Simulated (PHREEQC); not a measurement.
A solution holds 2.2 mmol/kgw TMAH, 0.0027 mmol/kgw H4SiO4 and 99 mmol/kgw Na2CO3, at 20 °C. Closed to the air; pH follows from the charge balance.

The numbers come from PHREEQC with the ion-association model, phreeqc.dat.

Each row changes one thing in this solution. No solid was allowed to form.

```json
[
 {"case": "as made", "pH": "11.58", "ionic strength (mol/kgw)": "0.218"},
 {"case": "0.002 mol/kgw Na2SO4 added", "pH": "11.58", "ionic strength (mol/kgw)": "0.222"},
 {"case": "Na2CO3 left out", "pH": "11.48", "ionic strength (mol/kgw)": "0.00220"},
 {"case": "diluted 2-fold with water", "pH": "11.44", "ionic strength (mol/kgw)": "0.118"},
 {"case": "H4SiO4 left out", "pH": "11.58", "ionic strength (mol/kgw)": "0.218"},
 {"case": "diluted 5-fold with water", "pH": "11.27", "ionic strength (mol/kgw)": "___"},
 {"case": "TMAH from 0.0022 to 0.0011 mol/kgw", "pH": "11.49", "ionic strength (mol/kgw)": "0.216"},
 {"case": "diluted 10-fold with water", "pH": "___", "ionic strength (mol/kgw)": "0.0267"},
 {"case": "temperature from 20 to 10 °C", "pH": "11.90", "ionic strength (mol/kgw)": "___"}
]
```

Problem. What belongs in the gaps?

Solution. 
- diluted 5-fold with water, ionic strength (mol/kgw): 0.0514
- diluted 10-fold with water, pH: 11.14
- temperature from 20 to 10 °C, ionic strength (mol/kgw): 0.240

(CH3)4N+ isn't in the database: it is added as a free cation with an ion size of 4 Å. Away from 25 °C the constants follow the database's enthalpies or fits; those with neither stay at their 25 °C values.
